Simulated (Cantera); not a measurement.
An isothermal, constant-pressure homogeneous reactor starts with NO : N₂ = 1 : 0.1 (molar parts), at 1698 K and 0.434 atm.

Computed with Cantera and GRI-Mech 3.0 (53 species, 325 reactions).

x: mole fraction; the columns are a selection and need not sum to one.

```csv
t (s),x NO,x N₂,x NO₂,x O₂,x O
0.000200,0.909,0.0909,5.14e-6,2.93e-8,1.30e-6
0.000597,0.909,0.0909,1.79e-5,1.78e-7,1.54e-6
0.00178,0.909,0.0909,[?],[?],[?]
0.00532,0.909,0.0910,0.000166,2.04e-5,4.04e-6
0.0159,0.908,0.0912,0.000318,0.000225,6.30e-6
0.0474,0.906,0.0922,0.000372,0.00119,7.19e-6
0.141,0.900,0.0952,0.000426,0.00418,8.12e-6
0.422,0.882,0.104,0.000551,0.0129,1.03e-5
1.26,0.833,0.129,0.000775,0.0374,1.47e-5
3.76,0.711,0.189,0.00102,0.0979,2.19e-5
11.2,0.488,0.301,0.00102,0.210,3.10e-5
33.5,0.234,0.428,0.000617,0.337,3.88e-5
100,[?],[?],[?],[?],[?]
```

**Question.** Fill in the missing entries.

**Answer.** 
- 0.00178, x NO₂: 5.69e-5
- 0.00178, x O₂: 1.57e-6
- 0.00178, x O: 2.25e-6
- 100, x NO: 0.0743
- 100, x N₂: 0.508
- 100, x NO₂: 0.000218
- 100, x O₂: 0.417
- 100, x O: 4.30e-5
